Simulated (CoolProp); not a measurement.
A closed Brayton cycle with carbon dioxide: compressor inlet 322.15 K and 8.6 MPa, high pressure 29.4 MPa, turbine inlet 910 K, compressor efficiency 0.8, turbine efficiency 0.85, recuperator effectiveness 0.95 (on enthalpy, no pinch check). Each further row changes one setting.

Model: reference Helmholtz-energy equation of state, Span 1996, in CoolProp.

| case | thermal efficiency (%) | net work (kJ/kg) | compressor to turbine work | compressor exit (K) | turbine exit (K) |
|---|---|---|---|---|---|
| as stated | (withheld) | 101 | 0.39 | 421.3 | 763.4 |
| turbine inlet 860 K | 34.3 | (withheld) | (withheld) | 421.3 | 718.3 |
| compressor inlet 332.15 K | 34.5 | (withheld) | (withheld) | 442.4 | 763.4 |
| high pressure 25 MPa | 36.3 | 91.8 | 0.37 | (withheld) | 782.0 |
| recuperator effectiveness 0.5 | 22.2 | 101 | 0.39 | 421.3 | 763.4 |

Task: Complete the blanks.

Result: 
- as stated, thermal efficiency (%): 36.5
- turbine inlet 860 K, net work (kJ/kg): 90.7
- turbine inlet 860 K, compressor to turbine work: 0.42
- compressor inlet 332.15 K, net work (kJ/kg): 91.2
- compressor inlet 332.15 K, compressor to turbine work: 0.45
- high pressure 25 MPa, compressor exit (K): 407.6
